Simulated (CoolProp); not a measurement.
R236EA along the isotherm 129.05 °C: Z from the reference equation and from simpler models built on Tc = 139.3 °C, pc = 3.414 MPa, ω = 0.368; each cubic takes its own stable root.

Model: reference Helmholtz-energy equation of state, Rui 2013, in CoolProp.

```json
[
 {"p (MPa)": "0.122", "phase": "gas", "reference": "0.9864", "Pitzer virial": "0.9862", "van der Waals": "0.9886", "Redlich-Kwong": "0.9868", "Soave-Redlich-Kwong": "0.9866", "Peng-Robinson": "0.9852"},
 {"p (MPa)": "0.244", "phase": "gas", "reference": "0.9725", "Pitzer virial": "0.9725", "van der Waals": "0.9770", "Redlich-Kwong": "0.9734", "Soave-Redlich-Kwong": "0.9729", "Peng-Robinson": "0.9701"},
 {"p (MPa)": "0.366", "phase": "gas", "reference": "0.9584", "Pitzer virial": "0.9587", "van der Waals": "0.9652", "Redlich-Kwong": "0.9597", "Soave-Redlich-Kwong": "0.9590", "Peng-Robinson": "0.9548"},
 {"p (MPa)": "0.488", "phase": "gas", "reference": "0.9440", "Pitzer virial": "0.9450", "van der Waals": "0.9531", "Redlich-Kwong": "0.9457", "Soave-Redlich-Kwong": "0.9448", "Peng-Robinson": "0.9392"},
 {"p (MPa)": "0.61", "phase": "gas", "reference": "0.9292", "Pitzer virial": "0.9312", "van der Waals": "0.9407", "Redlich-Kwong": "0.9315", "Soave-Redlich-Kwong": "0.9303", "Peng-Robinson": "0.9234"},
 {"p (MPa)": "0.732", "phase": "gas", "reference": "0.9141", "Pitzer virial": "0.9174", "van der Waals": "0.9280", "Redlich-Kwong": "0.9170", "Soave-Redlich-Kwong": "0.9154", "Peng-Robinson": "0.9072"},
 {"p (MPa)": "0.853", "phase": "gas", "reference": "0.8988", "Pitzer virial": "0.9038", "van der Waals": "0.9152", "Redlich-Kwong": "0.9022", "Soave-Redlich-Kwong": "0.9004", "Peng-Robinson": "0.8908"},
 {"p (MPa)": "0.975", "phase": "gas", "reference": "0.8829", "Pitzer virial": "0.8900", "van der Waals": "0.9018", "Redlich-Kwong": "0.8870", "Soave-Redlich-Kwong": "0.8848", "Peng-Robinson": "0.8740"},
 {"p (MPa)": "1.1", "phase": "gas", "reference": "0.8662", "Pitzer virial": "0.8759", "van der Waals": "0.8878", "Redlich-Kwong": "0.8710", "Soave-Redlich-Kwong": "0.8684", "Peng-Robinson": "0.8563"},
 {"p (MPa)": "1.22", "phase": "gas", "reference": "0.8496", "Pitzer virial": "0.8624", "van der Waals": "0.8739", "Redlich-Kwong": "0.8552", "Soave-Redlich-Kwong": "0.8523", "Peng-Robinson": "0.8388"},
 {"p (MPa)": "1.34", "phase": "gas", "reference": "0.8325", "Pitzer virial": "0.8489", "van der Waals": "0.8596", "Redlich-Kwong": "0.8389", "Soave-Redlich-Kwong": "0.8356", "Peng-Robinson": "0.8209"},
 {"p (MPa)": "1.46", "phase": "gas", "reference": "0.8148", "Pitzer virial": "0.8353", "van der Waals": "0.8448", "Redlich-Kwong": "0.8222", "Soave-Redlich-Kwong": "0.8184", "Peng-Robinson": "0.8025"},
 {"p (MPa)": "1.58", "phase": "gas", "reference": "0.7964", "Pitzer virial": "0.8218", "van der Waals": "0.8295", "Redlich-Kwong": "0.8048", "Soave-Redlich-Kwong": "0.8006", "Peng-Robinson": "0.7835"},
 {"p (MPa)": "1.71", "phase": "gas", "reference": "0.7755", "Pitzer virial": "0.8072", "van der Waals": "0.8123", "Redlich-Kwong": "0.7853", "Soave-Redlich-Kwong": "0.7805", "Peng-Robinson": "0.7621"}
]
```
